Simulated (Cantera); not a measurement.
A Cantera script and what it prints.

```python
import numpy as np
import cantera as ct

gas_names = """
    CL CL2 H HCL H2 N NH NH2 NH3 N2 N2H2 N2H4 Si SiCL SiCL2 SiCL3 SiCL4 SiH SiHCL3 SiH2 SiH2CL2 SiH3
    SiH3CL SiH4 SiN Si2 Si2N Si3
""".split()
cond_names = """
    NH4CL(a) NH4CL(b) Si(cr) Si(L) Si3N4(a)
""".split()


# ... load() reads the species with a 1 bar reference pressure and builds the phases ...
atoms = {
    'Si': {'Si': 1},
    'HCl': {'H': 1, 'CL': 1},
    'N2': {'N': 2},
}
top_T = {'Si3N4(a)': 2400}  # K; cautious upper limits of use, not melting points


# ... equilibrate(T, P, feed) seeds the gas with the atoms and calls Mixture.equilibrate('TP', solver="vcs", rtol=1e-11, max_steps=5000) ...
results = []
feed = {'Si': 1, 'HCl': 8.4, 'N2': 0.2}  # mol
P = 100000  # Pa
for T in [873, 923, 973, 1023, 1073, 1123, 1173, 1223, 1273, 1323, 1373, 1423]:
    mix = equilibrate(T, P, feed)
    results.append((T, P, feed, dict(zip(mix.species_names, mix.species_moles))))
    x = sorted(zip(gas.X, gas.species_names), reverse=True)
    print(f"T = {T:g} K  P = {P:g} Pa  gas = {mix.phase_moles(0):.4g} mol")
    print("   x: " + "  ".join(f"{s} {v:.3e}" for v, s in x if v > 0.001))
    print("   condensed (mol): " + ("  ".join(f"{mix.phase(i).name} {mix.phase_moles(i):.4g}"
          for i in range(1, mix.n_phases) if mix.phase_moles(i) > 1e-12) or "none"))
```

Result:

```
T = 873 K  P = 100000 Pa  gas = 7.6 mol
   x: HCL 5.791e-01  H2 2.630e-01  SiCL4 1.315e-01  N2 2.630e-02
   condensed (mol): none
T = 923 K  P = 100000 Pa  gas = 7.6 mol
   x: HCL 5.792e-01  H2 2.629e-01  SiCL4 1.314e-01  N2 2.631e-02
   condensed (mol): none
T = 973 K  P = 100000 Pa  gas = 7.6 mol
   x: HCL 5.793e-01  H2 2.628e-01  SiCL4 1.312e-01  N2 2.631e-02
   condensed (mol): none
T = 1023 K  P = 100000 Pa  gas = 7.6 mol
   x: HCL 5.795e-01  H2 2.626e-01  SiCL4 1.311e-01  N2 2.631e-02
   condensed (mol): none
T = 1073 K  P = 100000 Pa  gas = 7.6 mol
   x: HCL 5.797e-01  H2 2.624e-01  SiCL4 1.308e-01  N2 2.631e-02
   condensed (mol): none
T = 1123 K  P = 100000 Pa  gas = 7.601 mol
   x: HCL 5.801e-01  H2 2.620e-01  SiCL4 1.304e-01  N2 2.631e-02  SiHCL3 1.010e-03
   condensed (mol): none
T = 1173 K  P = 100000 Pa  gas = 7.601 mol
   x: HCL 5.805e-01  H2 2.616e-01  SiCL4 1.299e-01  N2 2.631e-02  SiHCL3 1.364e-03
   condensed (mol): none
T = 1223 K  P = 100000 Pa  gas = 7.603 mol
   x: HCL 5.812e-01  H2 2.609e-01  SiCL4 1.291e-01  N2 2.631e-02  SiHCL3 1.789e-03
   condensed (mol): none
T = 1273 K  P = 100000 Pa  gas = 7.605 mol
   x: HCL 5.822e-01  H2 2.600e-01  SiCL4 1.279e-01  N2 2.630e-02  SiHCL3 2.283e-03  SiCL3 1.213e-03
   condensed (mol): none
T = 1323 K  P = 100000 Pa  gas = 7.61 mol
   x: HCL 5.837e-01  H2 2.586e-01  SiCL4 1.261e-01  N2 2.628e-02  SiHCL3 2.836e-03  SiCL3 2.203e-03
   condensed (mol): none
T = 1373 K  P = 100000 Pa  gas = 7.619 mol
   x: HCL 5.858e-01  H2 2.566e-01  SiCL4 1.235e-01  N2 2.625e-02  SiCL3 3.784e-03  SiHCL3 3.422e-03
   condensed (mol): none
T = 1423 K  P = 100000 Pa  gas = 7.633 mol
   x: HCL 5.891e-01  H2 2.537e-01  SiCL4 1.196e-01  N2 2.620e-02  SiCL3 6.146e-03  SiHCL3 3.998e-03  SiCL2 1.250e-03
   condensed (mol): none
```

These are equilibrium values from Cantera (NASA tables, ideal gas, pure condensed phases), not measurements of a reactor. The tables' values for SiCl3 are old estimates; treat these amounts as uncertain.
